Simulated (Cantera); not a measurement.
Input (Python, Cantera) and output of one run.

```python
import numpy as np
import cantera as ct

gas_names = """
    H HO2 H2 H2O H2O2 H2S H2SO4 O OH O2 O3 S SH SO SO2 SO3 S2 S2O S8
""".split()
cond_names = """
    H2O(s) H2O(L) H2SO4(L) S(cr1) S(cr2) S(L)
""".split()


# ... load() reads the species with a 1 bar reference pressure and builds the phases ...
atoms = {
    'S': {'S': 1},
    'SO2': {'S': 1, 'O': 2},
    'H2': {'H': 2},
}
top_T = {}  # K; cautious upper limits of use, not melting points


# ... equilibrate(T, P, feed) seeds the gas with the atoms and calls Mixture.equilibrate('TP', solver="vcs", rtol=1e-11, max_steps=5000) ...
results = []
feed = {'S': 1, 'SO2': 0.73, 'H2': 1.3}  # mol
P = 133.322  # Pa
for T in [823, 898, 973, 1048, 1123, 1198, 1273, 1348, 1423]:
    mix = equilibrate(T, P, feed)
    results.append((T, P, feed, dict(zip(mix.species_names, mix.species_moles))))

top = {s: max(r[3][s] / sum(r[3][g] for g in gas_names) for r in results) for s in gas_names}
cols = sorted((s for s in top if top[s] > 1e-05), key=lambda s: -top[s])[:7]
seen = [c for c in cond_names if any(r[3].get(c, 0) > 1e-12 for r in results)]
print("log10 of partial pressures in bar; condensed amounts in mol")
print(f"{'T/K':>10s}" + "".join(f"{s[:9]:>10s}" for s in cols + seen))
for T, P, feed, n in results:
    ng = sum(n[g] for g in gas_names)
    print(f"{T:10.4g}" + "".join(f"{np.log10(max(n[s] / ng * P / 1e5, 1e-99)):10.3f}" for s in cols)
          + "".join(f"{n.get(c, 0):10.4g}" for c in seen))
```

Result:

```
log10 of partial pressures in bar; condensed amounts in mol
       T/K       H2O        S2        H2       SO2       H2S        SO        SH
       823    -3.175    -3.388    -5.323    -3.932    -3.879    -8.360    -8.281
       898    -3.167    -3.374    -4.944    -3.966    -3.966    -7.729    -7.689
       973    -3.165    -3.365    -4.634    -3.983    -4.053    -7.190    -7.194
      1048    -3.169    -3.361    -4.381    -3.981    -4.143    -6.721    -6.779
      1123    -3.180    -3.360    -4.177    -3.961    -4.239    -6.306    -6.428
      1198    -3.197    -3.363    -4.013    -3.928    -4.340    -5.936    -6.131
      1273    -3.219    -3.370    -3.881    -3.888    -4.443    -5.606    -5.877
      1348    -3.246    -3.379    -3.774    -3.846    -4.548    -5.310    -5.659
      1423    -3.277    -3.391    -3.687    -3.807    -4.651    -5.045    -5.469
```

Method: chemical equilibrium by Gibbs-energy minimisation in Cantera with the NASA 1993 tables (ideal gas, pure condensed phases). Gases not in the tables: S3 to S7.
